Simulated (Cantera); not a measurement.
Feed: 1 mol HMDSO, 0.55 mol NO, 38 mol H₂, held at 573.15 K.

Cantera equilibrium calculation (NASA polynomials, part measured and part estimated; ideal gas, pure solids and liquids). Candidate condensed phases: C, C₆H₆, C₇H₈, C₈H₁₈, H₂O, Si, SiC, SiO₂, Si₂N₂O, Si₃N₄; 151 gas species. The feed counts by its element totals alone. Kinetics and transport are ignored.

log p: log10 of the partial pressure in bar; n: condensed amount in mol.

```csv
P (Pa),log p H₂,log p CH₄,log p C₂H₆,n C(graphite),n SiC(s),n SiO₂(α-quartz),n Si₂N₂O(s)
5,-4.31,-6.30,___,4.72,0.812,0.637,0.275
26,-3.61,-4.90,___,3.02,0.812,0.637,0.275
140,-2.91,-3.76,___,0,0.812,0.637,0.275
710,-2.21,-3.06,___,0,0.812,0.637,0.275
3700,-1.49,-2.34,___,0,0.812,0.637,0.275
19000,-0.78,-1.63,___,0,0.812,0.637,0.275
100000,-0.06,-0.91,___,0,0.812,0.637,0.275
```

What belongs in the gaps?


- 5, log p C₂H₆: -14.81
- 26, log p C₂H₆: -12.71
- 140, log p C₂H₆: -11.12
- 710, log p C₂H₆: -10.42
- 3700, log p C₂H₆: -9.70
- 19000, log p C₂H₆: -8.99
- 100000, log p C₂H₆: -8.27
